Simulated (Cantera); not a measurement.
# Premixed flame

A freely propagating, adiabatic, planar premixed flame of CH₄ : C₂H₆ : C₃H₈ : O₂ : N₂ = 1 : 0.063 : 0.26 : 4.14 : 15.6 (molar parts), unburnt at 423 K and 4.93 atm; multicomponent+Soret transport, grid criteria slope 0.08 and curve 0.16, no radiation.

Detailed kinetics in Cantera: GRI-Mech 3.0 (53 species, 325 reactions). GRI-Mech 3.0 was tuned for natural gas; its chemistry of propane as a main component is partial and can be far from experiment. Burning velocities carry a grid error of a few per cent, more on coarse grids.

| z (mm) | T (K) | u (m/s) | x CH₄ | x C₂H₆ | x C₃H₈ | x CH₂O | x H₂O | x O |
|---|---|---|---|---|---|---|---|---|
| -0.363 | 423 | 0.359 | 0.0474 | 0.00299 | 0.0123 | 1.84e-7 | 5.84e-5 | <1e-8 |
| -0.242 | 426 | 0.361 | 0.0472 | 0.00299 | 0.0123 | 2.67e-6 | 0.000492 | <1e-8 |
| -0.182 | 440 | 0.373 | 0.0464 | 0.00299 | 0.0124 | 1.93e-5 | 0.00218 | <1e-8 |
| -0.121 | 522 | 0.444 | 0.0429 | 0.00294 | 0.0124 | 0.000174 | 0.0112 | <1e-8 |
| -0.0605 | 935 | 0.806 | 0.0299 | 0.00229 | 0.00914 | 0.00126 | 0.0506 | 4.04e-7 |
| -0.0303 | 1333 | 1.16 | 0.0171 | 0.00128 | 0.00326 | 0.00154 | 0.0874 | 2.26e-5 |
| 0 | 1729 | 1.52 | 0.00390 | 8.96e-5 | 5.99e-5 | 0.000508 | 0.123 | 0.000481 |
| 0.0303 | 1908 | 1.67 | 0.000178 | 1.19e-7 | <1e-8 | 3.95e-5 | 0.136 | 0.00169 |
| 0.0605 | 1985 | 1.73 | 4.07e-6 | <1e-8 | <1e-8 | 1.12e-6 | 0.140 | 0.00184 |
| 0.121 | 2069 | 1.79 | <1e-8 | <1e-8 | <1e-8 | <1e-8 | 0.143 | 0.00129 |
| 0.242 | 2135 | 1.84 | <1e-8 | <1e-8 | <1e-8 | <1e-8 | 0.147 | 0.000663 |
| 0.484 | 2172 | 1.87 | <1e-8 | <1e-8 | <1e-8 | <1e-8 | 0.149 | 0.000315 |
| 0.968 | 2185 | 1.88 | <1e-8 | <1e-8 | <1e-8 | <1e-8 | 0.150 | 0.000208 |
x: mole fraction of selected species; z is measured from the peak of heat release.

The laminar burning velocity is 35.8 cm/s. The thermal thickness comes out as 0.121 mm and the peak x(CH₂O) is 0.00161. The peak x(O) is 0.00189 and the grid points comes out as 141.
